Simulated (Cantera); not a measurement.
**Ammonia decomposition in nitride growth gas**

A perfectly stirred reactor is fed with NH₃ : H₂ = 1 : 9.4 (molar parts), at 0.316 atm; it is held at 2325 K, and followed from long to short residence time.

Cantera simulation using the gas-phase N/H chemistry of the illustrative SiF4/NH3 mechanism in the Surface Chemkin manual (1991); the numbers are that mechanism's predictions, not measurements. Walls and surfaces, which speed up NH3 decomposition in real reactors, are not modelled.

| τ (s) | x NH₃ | x H₂ | x N₂ | x NH₂ | x H |
|---|---|---|---|---|---|
| 22 | 7.11e-5 | 0.938 | 0.0434 | 4.57e-6 | 0.0189 |
| 5.7 | 0.000141 | 0.938 | 0.0434 | 9.02e-6 | 0.0188 |
| 1.5 | 0.000284 | 0.938 | 0.0433 | 1.79e-5 | 0.0185 |
| 0.39 | 0.000635 | 0.939 | 0.0432 | 3.71e-5 | 0.0173 |
| 0.10 | 0.00217 | 0.942 | 0.0425 | 9.34e-5 | 0.0127 |
| 0.026 | 0.0142 | 0.942 | 0.0371 | 0.000290 | 0.00604 |
| 0.0069 | 0.0447 | 0.928 | 0.0231 | 0.000583 | 0.00380 |
| 0.0018 | 0.0762 | 0.911 | 0.00862 | 0.000792 | 0.00298 |
x: mole fraction; the columns are a selection and need not sum to one.
